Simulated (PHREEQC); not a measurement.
## Brine: an equilibrium model

Dissolve 0.4 mol Na2SO4 per kg of water at 20 °C. Closed to the air; pH follows from the charge balance.

All values are PHREEQC results (Pitzer model, pitzer.dat), not measurements.

Each row changes one thing in this solution. Precipitation was switched off in this run.

```json
[
 {"case": "as made", "pH": "7.39", "ionic strength (mol/kgw)": "1.20", "SI of Mirabilite (Na2SO4:10H2O)": "-0.82", "SI of Thenardite (Na2SO4)": "-1.94"},
 {"case": "Na2SO4 from 0.4 to 0.6 mol/kgw", "pH": "7.41", "ionic strength (mol/kgw)": "…", "SI of Mirabilite (Na2SO4:10H2O)": "-0.52", "SI of Thenardite (Na2SO4)": "-1.62"},
 {"case": "0.019 mol/kgw KOH added", "pH": "12.21", "ionic strength (mol/kgw)": "1.22", "SI of Mirabilite (Na2SO4:10H2O)": "-0.83", "SI of Thenardite (Na2SO4)": "-1.95"},
 {"case": "diluted 2-fold with water", "pH": "7.35", "ionic strength (mol/kgw)": "0.600", "SI of Mirabilite (Na2SO4:10H2O)": "-1.38", "SI of Thenardite (Na2SO4)": "…"},
 {"case": "diluted 10-fold with water", "pH": "7.25", "ionic strength (mol/kgw)": "0.120", "SI of Mirabilite (Na2SO4:10H2O)": "-2.89", "SI of Thenardite (Na2SO4)": "-4.07"},
 {"case": "Na2SO4 from 0.4 to 0.04 mol/kgw", "pH": "7.25", "ionic strength (mol/kgw)": "0.120", "SI of Mirabilite (Na2SO4:10H2O)": "-2.89", "SI of Thenardite (Na2SO4)": "-4.07"},
 {"case": "0.12 mol/kgw H2SO4 added", "pH": "1.36", "ionic strength (mol/kgw)": "1.24", "SI of Mirabilite (Na2SO4:10H2O)": "…", "SI of Thenardite (Na2SO4)": "…"},
 {"case": "temperature from 20 to 75 °C", "pH": "6.95", "ionic strength (mol/kgw)": "1.20", "SI of Mirabilite (Na2SO4:10H2O)": "-2.47", "SI of Thenardite (Na2SO4)": "-1.70"},
 {"case": "temperature from 20 to 35 °C", "pH": "7.22", "ionic strength (mol/kgw)": "1.20", "SI of Mirabilite (Na2SO4:10H2O)": "-1.43", "SI of Thenardite (Na2SO4)": "…"}
]
```

What belongs in the gaps?


- Na2SO4 from 0.4 to 0.6 mol/kgw, ionic strength (mol/kgw): 1.80
- diluted 2-fold with water, SI of Thenardite (Na2SO4): -2.53
- 0.12 mol/kgw H2SO4 added, SI of Mirabilite (Na2SO4:10H2O): -0.89
- 0.12 mol/kgw H2SO4 added, SI of Thenardite (Na2SO4): -2.00
- temperature from 20 to 35 °C, SI of Thenardite (Na2SO4): -1.86

In brines, pH and single-ion activities rest on the MacInnes convention. Away from 25 °C the constants follow the database's enthalpies or fits; those with neither stay at their 25 °C values.
